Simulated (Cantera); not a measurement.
Charge: 1 mol NF3, 0.25 mol H2, equilibrated at 10.0 mbar.

Method: chemical equilibrium by Gibbs-energy minimisation in Cantera with the NASA 1993 tables (ideal gas, pure condensed phases). Ions and electrons are included (thermal ionisation). Kinetics and transport are ignored.

log p: log10 of the partial pressure in bar; nothing condenses.

| T (°C) | log p F | log p N2 | log p HF | log p H | log p N | log p H2 | log p e- |
|---|---|---|---|---|---|---|---|
| 2227 | -2.15 | -2.85 | -2.85 | -6.58 | -7.96 | -9.96 | <-14 |
| 2727 | -2.15 | -2.85 | -2.86 | -4.52 | -6.28 | -7.44 | ___ |
| 3227 | -2.14 | -2.87 | -3.09 | -3.28 | -5.09 | -6.10 | ___ |
| 3727 | -2.13 | -2.91 | -3.87 | -2.95 | -4.21 | -6.30 | ___ |
| 4227 | -2.13 | -2.96 | -4.71 | -2.92 | -3.53 | -6.91 | ___ |
| 4727 | -2.15 | -3.13 | -5.43 | -2.92 | -3.04 | -7.47 | ___ |

Question: Fill in the missing entries.

Answer: 
- 2727, log p e-: -12.79
- 3227, log p e-: -10.27
- 3727, log p e-: -8.78
- 4227, log p e-: -7.72
- 4727, log p e-: -6.86
